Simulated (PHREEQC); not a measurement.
## Brine

Make-up at 20 °C: 2.7 mol CaCl2, 0.038 mol FeCl2 and 1.5 mol MgCl2 per kg of water. It is in equilibrium with CO2 at log p = 0 (atm). Otherwise closed; pH follows from the charge balance.

All values are PHREEQC results (Pitzer model, pitzer.dat), not measurements.

This is a speciation only: nothing precipitates in the calculation.

Task: What pH, osmotic coefficient, density does the model give?

Result: pH 3.08; osmotic coefficient 2.378; density 1.290 g/cm³.

In brines, pH and single-ion activities rest on the MacInnes convention.
